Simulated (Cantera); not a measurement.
## Hydrocarbon pyrolysis for carbon deposition

An isothermal, constant-pressure homogeneous reactor starts with 8.33 % CH4, 91.7 % N2, at 1900 K and 2.03 Torr.

Cantera simulation using GRI-Mech 3.0 (53 species, 325 reactions); the numbers are that mechanism's predictions, not measurements. GRI-Mech 3.0 stops at C3 and has no aromatics, soot or wall deposition, so with more carbon than oxygen in the feed, carbon stays in small species such as C2H2 where larger ones or solid carbon would form. Radical loss at walls, strong at low pressure, is not modelled.

```json
[
 {"t (s)": "2.00e-5", "x CH4": "0.0833", "x C2H": "<1e-12", "x H2": "8.25e-8", "x C2H4": "<1e-12", "x HCN": "<1e-12", "x CH3": "8.94e-7", "x CH2": "<1e-12"},
 {"t (s)": "4.55e-5", "x CH4": "0.0833", "x C2H": "<1e-12", "x H2": "3.92e-7", "x C2H4": "<1e-12", "x HCN": "<1e-12", "x CH3": "2.24e-6", "x CH2": "2.63e-12"},
 {"t (s)": "0.000104", "x CH4": "0.0833", "x C2H": "<1e-12", "x H2": "1.69e-6", "x C2H4": "4.06e-12", "x HCN": "<1e-12", "x CH3": "5.89e-6", "x CH2": "3.02e-11"},
 {"t (s)": "0.000236", "x CH4": "0.0833", "x C2H": "<1e-12", "x H2": "6.13e-6", "x C2H4": "8.69e-11", "x HCN": "<1e-12", "x CH3": "1.57e-5", "x CH2": "2.77e-10"},
 {"t (s)": "0.000537", "x CH4": "0.0833", "x C2H": "<1e-12", "x H2": "1.81e-5", "x C2H4": "2.06e-9", "x HCN": "<1e-12", "x CH3": "3.98e-5", "x CH2": "1.83e-9"},
 {"t (s)": "0.00122", "x CH4": "0.0832", "x C2H": "<1e-12", "x H2": "4.59e-5", "x C2H4": "3.87e-8", "x HCN": "<1e-12", "x CH3": "9.53e-5", "x CH2": "9.29e-9"},
 {"t (s)": "0.00278", "x CH4": "0.0831", "x C2H": "<1e-12", "x H2": "0.000110", "x C2H4": "5.72e-7", "x HCN": "6.58e-12", "x CH3": "0.000221", "x CH2": "4.26e-8"},
 {"t (s)": "0.00632", "x CH4": "0.0828", "x C2H": "9.89e-12", "x H2": "0.000267", "x C2H4": "7.33e-6", "x HCN": "5.50e-11", "x CH3": "0.000506", "x CH2": "1.92e-7"},
 {"t (s)": "0.0144", "x CH4": "0.0819", "x C2H": "6.35e-10", "x H2": "0.000769", "x C2H4": "8.52e-5", "x HCN": "5.56e-10", "x CH3": "0.00114", "x CH2": "8.47e-7"},
 {"t (s)": "0.0328", "x CH4": "0.0785", "x C2H": "2.14e-8", "x H2": "0.00361", "x C2H4": "0.000836", "x HCN": "9.90e-9", "x CH3": "0.00244", "x CH2": "3.37e-6"},
 {"t (s)": "0.0746", "x CH4": "0.0613", "x C2H": "3.35e-7", "x H2": "0.0235", "x C2H4": "0.00377", "x HCN": "2.87e-7", "x CH3": "0.00379", "x CH2": "9.01e-6"},
 {"t (s)": "0.170", "x CH4": "0.0291", "x C2H": "1.45e-6", "x H2": "0.0712", "x C2H4": "0.00148", "x HCN": "3.07e-6", "x CH3": "0.00251", "x CH2": "9.18e-6"},
 {"t (s)": "0.386", "x CH4": "0.0103", "x C2H": "2.41e-6", "x H2": "0.0996", "x C2H4": "0.000203", "x HCN": "1.07e-5", "x CH3": "0.00110", "x CH2": "5.96e-6"},
 {"t (s)": "0.879", "x CH4": "0.00274", "x C2H": "3.67e-6", "x H2": "0.111", "x C2H4": "2.24e-5", "x HCN": "2.59e-5", "x CH3": "0.000410", "x CH2": "3.44e-6"},
 {"t (s)": "2.00", "x CH4": "0.000531", "x C2H": "5.66e-6", "x H2": "0.114", "x C2H4": "1.79e-6", "x HCN": "5.47e-5", "x CH3": "0.000120", "x CH2": "1.61e-6"}
]
```
x: mole fraction; the columns are a selection and need not sum to one.

Equilibrium at this temperature and pressure: CH4 2.85e-7, C2H 5.72e-6, H2 0.113, C2H4 3.50e-8, HCN 0.0576, CH3 2.61e-7, CH2 1.45e-8 (gas phase only).
